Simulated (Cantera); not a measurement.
Mixture: 13.7 % CO, 1.29 % H2, 1.32 % CH4, 15.6 % O2, 58.6 % N2, 9.47 % H2O, at 5.00 bar, adiabatic and at constant volume. Ignition delay is the time to a rise of 400 K.

Cantera simulation using GRI-Mech 3.0 (53 species, 325 reactions); the numbers are that mechanism's predictions, not measurements. Where the delays flatten at high temperature, the 400 K rule measures the pace of heat release, not the induction time.

Task: Predict: delay at 1100 K; delay at 1250 K; delay at 1400 K; delay at 1550 K; delay at 1700 K; apparent activation energy between 1625 and 1775 K.

Result: delay at 1100 K: 1.31 ms
delay at 1250 K: 0.160 ms
delay at 1400 K: 41.7 µs
delay at 1550 K: 17.7 µs
delay at 1700 K: 10.1 µs
apparent activation energy between 1625 and 1775 K: 75 kJ/mol
